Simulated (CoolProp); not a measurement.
Aqueous methanol as a coolant, at -15 °C, 1 atm.

Model: Melinder's fits for secondary coolants, in CoolProp.

```tsv
mass %	freezing point (°C)	density (kg/m³)	conductivity (W/(m K))	viscosity (mPa s)	cp (kJ/(kg K))
23.2	-18.2	972.1	0.433	6.79	…
28.4	-23.8	967.2	…	7.14	3.778
33.5	-29.9	961.7	0.393	7.22	…
38.7	-36.9	955.2	0.374	…	3.536
43.8	-44.4	947.9	0.356	…	3.423
49	-52.8	939.6	0.339	6.13	3.306
54.1	-61.7	930.8	0.323	…	3.184
```

Task: Fill in the missing entries.

Result: 
- 23.2, cp (kJ/(kg K)): 3.917
- 28.4, conductivity (W/(m K)): 0.412
- 33.5, cp (kJ/(kg K)): 3.654
- 38.7, viscosity (mPa s): 7.03
- 43.8, viscosity (mPa s): 6.65
- 54.1, viscosity (mPa s): 5.55
